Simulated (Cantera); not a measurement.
Feed: 1 mol Si3N4, 0.2 mol H2O, 2.5 mol H2, equilibrated at 923 K and 0.360 bar.

Equilibrium computed with Cantera from the NASA thermochemical tables; the gas is ideal and each condensed phase is pure. Candidate condensed phases: H2O, Si, SiO2, Si2N2O, Si3N4; 35 gas species. The numbers say what is thermodynamically allowed, not how fast it happens.

**Question.** What is the equilibrium state?

**Answer.** 
- x(H2): 0.976
- x(N2): 0.0241
- x(NH3): 5.44e-5
- n(Si2N2O(s)): 0.200 mol
- n(Si3N4(s)): 0.867 mol
- gas amount: 2.767 mol
- log10 activity of Si(s) (absent): -6.90
